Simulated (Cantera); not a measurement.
## Thermodynamics of fluorocarbon and chlorocarbon gases, feed CCl4 + F2

Feed: 1 mol CCl4, a varied amount of F2, equilibrated at 2375 °C and 1.00 bar.

These are equilibrium values from Cantera (NASA tables, ideal gas, pure condensed phases), not measurements of a reactor. Candidate condensed phases: C; 27 gas species. The tables' values for C2F4 are old estimates; treat these amounts as uncertain. Gases not in the tables: C2F6 and larger saturated fluorocarbons. Kinetics and transport are ignored.

From 0.12 mol F2 to 1.2 mol F2 the condensed part is C(graphite). From 1.5 mol F2 to 2.5 mol F2 nothing is condensed. The main C-bearing gas is CF2 at 0.12 mol F2 and CF4 at 2.5 mol F2.

```csv
n(F2) (mol),x Cl,x F,x CF4,x CF2,x Cl2,x ClF,n C(graphite)
0.12,0.923,0.0198,0.000734,0.0168,0.0365,0.00127,0.919
0.39,0.865,0.0352,0.00734,0.0530,0.0321,0.00212,0.719
0.66,0.820,0.0434,0.0170,0.0806,0.0288,0.00248,0.522
0.93,0.782,0.0491,0.0276,0.103,0.0262,0.00267,0.331
1.2,0.748,0.0533,0.0385,0.121,0.0240,0.00278,0.142
1.5,0.718,0.0654,0.0579,0.121,0.0221,0.00327,0
1.7,0.700,0.0874,0.0806,0.0946,0.0210,0.00426,0
2,0.669,0.127,0.108,0.0605,0.0192,0.00590,0
2.3,0.632,0.175,0.124,0.0363,0.0171,0.00769,0
2.5,0.603,0.211,0.128,0.0258,0.0156,0.00886,0
```
x: gas mole fraction; n: condensed amount in mol.
